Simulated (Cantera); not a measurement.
Gas mixture: 100 % NO, at 10.5 Torr, frozen composition.

Cantera's kinetic-theory transport with the Lennard-Jones parameters of GRI-Mech 3.0, ideal gas; thermal conductivity in the multicomponent form. The composition is frozen, though it would react at the higher temperatures.

One state of this run: ρ (kg/m³) = 0.00361; cp (J/kg/K) = 1181; μ (µPa s) = 53.4; λ (mW/m/K) = 89.3; Pr = 0.707; D (cm²/s) H₂ = 738; D (cm²/s) C₂H₂ = 170; D (cm²/s) O = 312. D: mixture-averaged diffusion coefficient of that species in the mixture.

Task: Which value of T (K) does it belong to?
(A) 1000
(B) 1600
(C) 1400
(D) 600

Result: C, 1400
